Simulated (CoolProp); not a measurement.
Methane along the isobar 5.1 MPa: fugacity coefficient from the reference equation and from simpler models built on Tc = -82.6 °C, pc = 4.599 MPa, ω = 0.011; each cubic takes its own stable root.

Model: reference Helmholtz-energy equation of state, Setzmann 1991, in CoolProp.

```json
[
 {"T (°C)": "-109.05", "phase": "liquid", "reference": "0.3249", "Redlich-Kwong": "0.3271", "Soave-Redlich-Kwong": "0.3312", "Peng-Robinson": "0.3197"},
 {"T (°C)": "-99.15", "phase": "liquid", "reference": "0.4287", "Redlich-Kwong": "0.4339", "Soave-Redlich-Kwong": "0.4357", "Peng-Robinson": "0.4199"},
 {"T (°C)": "-89.35", "phase": "liquid", "reference": "0.5390", "Redlich-Kwong": "0.5441", "Soave-Redlich-Kwong": "0.5445", "Peng-Robinson": "0.5244"},
 {"T (°C)": "-79.45", "phase": "supercritical", "reference": "0.6474", "Redlich-Kwong": "0.6463", "Soave-Redlich-Kwong": "0.6463", "Peng-Robinson": "0.6225"},
 {"T (°C)": "-69.55", "phase": "supercritical", "reference": "0.7070", "Redlich-Kwong": "0.7041", "Soave-Redlich-Kwong": "0.7044", "Peng-Robinson": "0.6792"},
 {"T (°C)": "-59.65", "phase": "supercritical", "reference": "0.7489", "Redlich-Kwong": "0.7455", "Soave-Redlich-Kwong": "0.7463", "Peng-Robinson": "0.7207"},
 {"T (°C)": "-49.85", "phase": "supercritical", "reference": "0.7823", "Redlich-Kwong": "0.7786", "Soave-Redlich-Kwong": "0.7801", "Peng-Robinson": "0.7544"},
 {"T (°C)": "-39.95", "phase": "supercritical", "reference": "0.8103", "Redlich-Kwong": "0.8065", "Soave-Redlich-Kwong": "0.8087", "Peng-Robinson": "0.7831"},
 {"T (°C)": "-30.05", "phase": "supercritical", "reference": "0.8339", "Redlich-Kwong": "0.8302", "Soave-Redlich-Kwong": "0.8331", "Peng-Robinson": "0.8078"},
 {"T (°C)": "-20.15", "phase": "supercritical", "reference": "0.8541", "Redlich-Kwong": "0.8504", "Soave-Redlich-Kwong": "0.8540", "Peng-Robinson": "0.8291"},
 {"T (°C)": "-10.35", "phase": "supercritical", "reference": "0.8713", "Redlich-Kwong": "0.8676", "Soave-Redlich-Kwong": "0.8719", "Peng-Robinson": "0.8475"},
 {"T (°C)": "-0.45", "phase": "supercritical", "reference": "0.8864", "Redlich-Kwong": "0.8827", "Soave-Redlich-Kwong": "0.8876", "Peng-Robinson": "0.8638"},
 {"T (°C)": "9.45", "phase": "supercritical", "reference": "0.8996", "Redlich-Kwong": "0.8960", "Soave-Redlich-Kwong": "0.9014", "Peng-Robinson": "0.8782"}
]
```
